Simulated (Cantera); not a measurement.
Input (Python, Cantera):

```python
import numpy as np
import cantera as ct

gas = ct.Solution("gri30.yaml")
gas.TPX = 1498, 101325, {'CH4': 1, 'O2': 2, 'N2': 9.4}
reactor = ct.IdealGasReactor(gas, energy="on", clone=False)
net = ct.ReactorNet([reactor])
net.rtol, net.atol = 1e-08, 1e-16
show = ['CH4', 'O2', 'N2O', 'CO2', 'CH2O']
times = np.geomspace(2e-06, 0.1, 16)

steps = ct.SolutionArray(gas, extra=["t"])
rows = []
print(f"{'t/s':>10s}{'T/K':>9s}{'P/Pa':>11s}" + "".join(f"{s:>11s}" for s in show))
for t in times:
    while net.time < t:
        t_next = net.step()
        steps.append(gas.state, t=t_next)
    rows.append([np.interp(t, steps.t, y) for y in (steps.T, steps.P, *steps(*show).X.T)])
    print(f"{t:10.3e}{rows[-1][0]:9.1f}{rows[-1][1]:11.4g}" + "".join(f"{x:11.3e}" for x in rows[-1][2:]))
rate = np.gradient(steps.T, steps.t)
print("integrator steps:", len(steps.t))
if steps.T.max() > steps.T[0] + 200:
    print(f"time of steepest temperature rise: {steps.t[rate.argmax()]:.4e} s")
gas.TPX = 1498, 101325, {'CH4': 1, 'O2': 2, 'N2': 9.4}
gas.equilibrate("UV")
print(f"equilibrium (UV): T = {gas.T:.1f} K  " + "  ".join(f"{s} {gas[s].X[0]:.3e}" for s in show))
```

It prints:

```
       t/s      T/K       P/Pa        CH4         O2        N2O        CO2       CH2O
 2.000e-06   1498.0  1.013e+05  8.064e-02  1.613e-01  1.080e-13  3.618e-14  9.106e-10
 4.114e-06   1498.0  1.013e+05  8.064e-02  1.613e-01  3.176e-13  2.510e-13  4.303e-09
 8.464e-06   1498.0  1.013e+05  8.064e-02  1.613e-01  1.040e-12  1.518e-12  1.981e-08
 1.741e-05   1498.0  1.013e+05  8.064e-02  1.613e-01  3.718e-12  1.012e-11  9.098e-08
 3.582e-05   1498.0  1.013e+05  8.064e-02  1.613e-01  1.389e-11  8.188e-11  4.330e-07
 7.368e-05   1498.0  1.013e+05  8.063e-02  1.613e-01  5.140e-11  8.344e-10  2.234e-06
 1.516e-04   1498.0  1.013e+05  8.059e-02  1.613e-01  1.736e-10  1.108e-08  1.286e-05
 3.118e-04   1498.3  1.013e+05  8.043e-02  1.612e-01  4.943e-10  1.781e-07  7.701e-05
 6.414e-04   1502.2  1.016e+05  7.949e-02  1.606e-01  1.656e-09  2.698e-06  4.190e-04
 1.320e-03   1659.2  1.133e+05  5.610e-02  1.412e-01  2.955e-08  4.391e-04  3.208e-03
 2.714e-03   2820.6  1.987e+05  4.387e-15  1.685e-02  7.515e-07  4.056e-02  4.811e-10
 5.584e-03   2818.9  1.986e+05  4.459e-15  1.650e-02  7.699e-07  4.051e-02  4.834e-10
 1.149e-02   2818.8  1.986e+05  4.459e-15  1.650e-02  7.700e-07  4.051e-02  4.834e-10
 2.363e-02   2818.8  1.986e+05  4.459e-15  1.650e-02  7.700e-07  4.051e-02  4.834e-10
 4.861e-02   2818.8  1.986e+05  4.459e-15  1.650e-02  7.700e-07  4.051e-02  4.834e-10
 1.000e-01   2818.8  1.986e+05  4.459e-15  1.650e-02  7.700e-07  4.051e-02  4.834e-10
integrator steps: 1830
time of steepest temperature rise: 1.3602e-03 s
equilibrium (UV): T = 2818.8 K  CH4 5.823e-15  O2 1.650e-02  N2O 7.700e-07  CO2 4.051e-02  CH2O 4.834e-10
```

Computed with Cantera and GRI-Mech 3.0 (53 species, 325 reactions).
